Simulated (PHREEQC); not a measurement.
Make-up at 20 °C: 130 mmol/kgw NaH2PO4 and 0.56 mmol/kgw Na2HPO4. Closed to the air; pH follows from the charge balance.

The numbers come from PHREEQC with the ion-association model, phreeqc.dat.

The ionic strength comes out as 0.132 mol/kgw. What activity coefficients do HPO4-2, Na+, NaHPO4-, H+, H2PO4- get?

HPO4-2 0.35, Na+ 0.77, NaHPO4- 0.77, H+ 0.81, H2PO4- 0.77.

This is a speciation only: nothing precipitates in the calculation.
